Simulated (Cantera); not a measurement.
Cantera with NASA thermochemical tables; ideal gases at 1 bar, condensed phases pure. Values are per mole of reaction as written; species without (g) are pure solids or liquids, kept so even where they would boil at 1 bar.

Q: Between 450 and 800 K, where is each reaction favourable under standard conditions?
- MgF2 + H2(g) = Mg + 2 HF(g)

A: 
- MgF2 + H2(g) = Mg + 2 HF(g): ΔG° is 493 kJ at 450 K and 429 kJ at 800 K; it stays positive (K < 1). ΔH° is 571 kJ and ΔS° 177 J/K at 800 K.
